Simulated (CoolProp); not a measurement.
R245fa at several states: density (kg/m³) from the reference equation and from simpler models built on Tc = 427.0 K, pc = 36.51 bar, ω = 0.378; each cubic takes its own stable root.

Values from CoolProp's reference Helmholtz-energy equation of state, Akasaka 2015.

```csv
T (K),p (bar),phase,reference,van der Waals,Redlich-Kwong
181.4,0.151,liquid,1620,(withheld),1400
240.4,0.255,liquid,1484,(withheld),1.730
424.6,0.71,gas,2.714,2.712,2.714
414.4,0.669,gas,2.621,2.618,2.621
222.7,26.8,liquid,(withheld),(withheld),1331
```

Task: Complete the blanks.

Result: 
- 181.4, van der Waals: 1.354
- 240.4, van der Waals: 1.724
- 222.7, reference: 1530
- 222.7, van der Waals: 902.7

At some of these states van der Waals, Redlich-Kwong gives the other phase, because its saturation line lies elsewhere.
